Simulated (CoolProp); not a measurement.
R124 along the isotherm 196.85 °C: fugacity coefficient from the reference equation and from simpler models built on Tc = 122.3 °C, pc = 3.624 MPa, ω = 0.288; each cubic takes its own stable root.

Computed with CoolProp (reference Helmholtz-energy equation of state, de Vries 1995).

| p (MPa) | phase | reference |
|---|---|---|
| 0.647 | gas | 0.9666 |
| 1.29 | gas | 0.9341 |
| 1.94 | gas | 0.9021 |
| 2.59 | gas | 0.8709 |
| 3.24 | gas | 0.8403 |
| 3.88 | supercritical | 0.8110 |
| 4.53 | supercritical | 0.7820 |
| 5.18 | supercritical | 0.7539 |
| 5.83 | supercritical | 0.7266 |
| 6.47 | supercritical | 0.7008 |
| 7.12 | supercritical | 0.6758 |
| 7.77 | supercritical | 0.6521 |
| 8.41 | supercritical | 0.6305 |
| 9.06 | supercritical | 0.6101 |

Question: How far does each simpler model (van der Waals, Redlich-Kwong, Soave-Redlich-Kwong, Peng-Robinson) lie from the reference over these 14 states: mean and median of the absolute difference, and the worst?

Answer: 
- van der Waals: mean 3.0 %, median 2.6 %, worst -6.3 % at 196.85 °C and 9.06 MPa
- Redlich-Kwong: mean 2.5 %, median 2.6 %, worst -4.4 % at 196.85 °C and 9.06 MPa
- Soave-Redlich-Kwong: mean 1.7 %, median 1.4 %, worst +4.1 % at 196.85 °C and 9.06 MPa
- Peng-Robinson: mean 1.9 %, median 2.1 %, worst -2.5 % at 196.85 °C and 5.83 MPa
